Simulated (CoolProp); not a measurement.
Model: reference Helmholtz-energy equation of state, Lemmon 2016, in CoolProp.

Task: Give the vapour pressure (MPa), liquid density (kg/m³), vapour density (kg/m³) of saturated R365MFC at 266.5, 305.6 K.

Result: 
```json
[
 {"T (K)": "266.5", "p (MPa)": "0.0131", "liquid density (kg/m³)": "1320", "vapour density (kg/m³)": "0.885"},
 {"T (K)": "305.6", "p (MPa)": "0.0761", "liquid density (kg/m³)": "1240", "vapour density (kg/m³)": "4.60"}
]
```
